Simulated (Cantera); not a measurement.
A Cantera script and its output.

```python
import numpy as np
import cantera as ct

gas = ct.Solution("h2o2.yaml")
gas.TPX = 1098, 2666, {'H2': 0.015, 'O2': 1}
reactor = ct.IdealGasConstPressureReactor(gas, energy="off", clone=False)
net = ct.ReactorNet([reactor])
net.rtol, net.atol = 1e-08, 1e-18
show = ['H2', 'O2', 'O', 'HO2', 'H2O2']
times = np.geomspace(1e-05, 60, 11)

steps = ct.SolutionArray(gas, extra=["t"])
rows = []
print(f"{'t/s':>10s}{'T/K':>9s}{'P/Pa':>11s}" + "".join(f"{s:>11s}" for s in show))
for t in times:
    while net.time < t:
        t_next = net.step()
        steps.append(gas.state, t=t_next)
    rows.append([np.interp(t, steps.t, y) for y in (steps.T, steps.P, *steps(*show).X.T)])
    print(f"{t:10.3e}{rows[-1][0]:9.1f}{rows[-1][1]:11.4g}" + "".join(f"{x:11.3e}" for x in rows[-1][2:]))
rate = np.gradient(steps.T, steps.t)
print("integrator steps:", len(steps.t))
if steps.T.max() > steps.T[0] + 200:
    print(f"time of steepest temperature rise: {steps.t[rate.argmax()]:.4e} s")
gas.TPX = 1098, 2666, {'H2': 0.015, 'O2': 1}
gas.equilibrate("TP")
print(f"equilibrium (TP): T = {gas.T:.1f} K  " + "  ".join(f"{s} {gas[s].X[0]:.3e}" for s in show))
```

Output:

```
       t/s      T/K       P/Pa         H2         O2          O        HO2       H2O2
 1.000e-05   1098.0       2666  1.478e-02  9.852e-01  4.157e-12  3.243e-11  1.475e-16
 4.762e-05   1098.0       2666  1.478e-02  9.852e-01  7.025e-11  1.550e-10  3.351e-15
 2.268e-04   1098.0       2666  1.478e-02  9.852e-01  8.961e-10  7.451e-10  7.642e-14
 1.080e-03   1098.0       2666  1.478e-02  9.852e-01  4.708e-08  4.181e-09  1.850e-12
 5.144e-03   1098.0       2666  2.569e-03  9.759e-01  7.500e-03  5.979e-06  3.152e-07
 2.449e-02   1098.0       2666  4.497e-05  9.803e-01  4.426e-03  2.702e-06  5.637e-08
 1.167e-01   1098.0       2666  5.614e-06  9.844e-01  5.719e-04  9.585e-07  4.227e-08
 5.555e-01   1098.0       2666  3.496e-07  9.851e-01  3.810e-05  1.581e-07  1.537e-08
 2.646e+00   1098.0       2666  2.591e-08  9.851e-01  3.008e-06  1.891e-08  2.777e-09
 1.260e+01   1098.0       2666  2.999e-09  9.851e-01  3.642e-07  2.960e-09  4.484e-10
 6.000e+01   1098.0       2666  4.852e-10  9.851e-01  6.032e-08  1.360e-09  8.260e-11
integrator steps: 1879
equilibrium (TP): T = 1098.0 K  H2 1.160e-10  O2 9.851e-01  O 1.452e-08  HO2 1.930e-09  H2O2 2.134e-11
```

Cantera simulation using the H2/O2 subset of GRI-Mech 3.0, which has no nitrogen chemistry; the numbers are that mechanism's predictions, not measurements. Radical loss at walls, strong at low pressure, is not modelled.
